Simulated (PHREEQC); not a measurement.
Dissolve 0.11 mol TMAH, 5.6e-07 mol H4SiO4 and 0.00021 mol H3BO3 per kg of water at 20 °C. Closed to the air; pH follows from the charge balance.

Model: ion-association model, phreeqc.dat, run in PHREEQC.

```json
{
  "pH": "13.09",
  "ionic_strength": "0.110 mol/kgw",
  "total_alkalinity": "110 meq/kg"
}
```

| species | molality | activity | log γ |
|---|---|---|---|
| (CH3)4N+ | 0.110 | 0.0840 | -0.117 |
| OH- | 0.110 | 0.0830 | -0.122 |
| H2BO3- | 0.000210 | 0.000163 | -0.109 |
| H2SiO4-2 | 3.05e-7 | 1.15e-7 | -0.423 |
| H3SiO4- | 2.55e-7 | 1.95e-7 | -0.117 |
| H3BO3 | 2.49e-8 | 2.56e-8 | 0.011 |

Precipitation was switched off in this run. (CH3)4N+ isn't in the database: it is added as a free cation with an ion size of 4 Å.
